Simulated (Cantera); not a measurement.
A perfectly stirred reactor is fed with CO : H2 : O2 : N2 = 1 : 0.32 : 1.12 : 8.6 (molar parts), at 84000 Pa; it is adiabatic with a 700 K inlet, and is followed from long to short residence time, starting on the burning branch (τ in s: 0.12, 0.048, 0.02, 0.0082, 0.0034, 0.0014, 0.00058, 0.00024, 0.0001, 4.1e-05, 1.7e-05).

Computed with Cantera and GRI-Mech 3.0 (53 species, 325 reactions).

Problem. Predict: blow-out, bracketed by the residence times tried; x(CO) at τ = 0.120 s; x(H2) at τ = 0.120 s; x(O2) at τ = 0.120 s; x(H2O2) at τ = 0.120 s; x(NO) at τ = 0.120 s; x(CO) at τ = 1.40 ms; x(H2) at τ = 1.40 ms; x(O2) at τ = 1.40 ms; x(H2O2) at τ = 1.40 ms; x(NO) at τ = 1.40 ms.

Solution. 
- blow-out, bracketed by the residence times tried: burning at 0.580 ms, out at 0.240 ms
- x(CO) at τ = 0.120 s: 0.00155
- x(H2) at τ = 0.120 s: 0.000123
- x(O2) at τ = 0.120 s: 0.0447
- x(H2O2) at τ = 0.120 s: 5.99e-8
- x(NO) at τ = 0.120 s: 2.37e-5
- x(CO) at τ = 1.40 ms: 0.0194
- x(H2) at τ = 1.40 ms: 0.00130
- x(O2) at τ = 1.40 ms: 0.0523
- x(H2O2) at τ = 1.40 ms: 5.76e-7
- x(NO) at τ = 1.40 ms: 1.40e-5
